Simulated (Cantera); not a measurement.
A Cantera script and its output.

```python
import numpy as np
import cantera as ct

gas = ct.Solution("gri30.yaml")


def delay(T, t_max=10):
    gas.TPX = T, 170000, {'CH4': 1, 'CO': 0.074, 'O2': 1.7, 'N2': 6.38}
    reactor = ct.IdealGasReactor(gas, clone=False)
    net = ct.ReactorNet([reactor])
    net.rtol, net.atol = 1e-8, 1e-16
    while net.time < t_max:
        t_old, T_old = net.time, reactor.T
        net.step()
        if reactor.T > T + 400:  # ignition: a rise of 400 K
            return t_old + (T + 400 - T_old) / (reactor.T - T_old) * (net.time - t_old)
    return np.nan


taus = []
for T in [1175, 1225, 1275, 1325, 1375, 1425, 1475, 1525, 1575, 1625]:
    taus.append(delay(T))
    print(f"T0 = {T:6g} K   tau = {taus[-1]:.4e} s")
```

Result:

```
T0 =   1175 K   tau = 4.6284e-02 s
T0 =   1225 K   tau = 2.2637e-02 s
T0 =   1275 K   tau = 1.1481e-02 s
T0 =   1325 K   tau = 6.0197e-03 s
T0 =   1375 K   tau = 3.2566e-03 s
T0 =   1425 K   tau = 1.8170e-03 s
T0 =   1475 K   tau = 1.0467e-03 s
T0 =   1525 K   tau = 6.2360e-04 s
T0 =   1575 K   tau = 3.8484e-04 s
T0 =   1625 K   tau = 2.4608e-04 s
```

Cantera simulation using GRI-Mech 3.0 (53 species, 325 reactions); the numbers are that mechanism's predictions, not measurements.
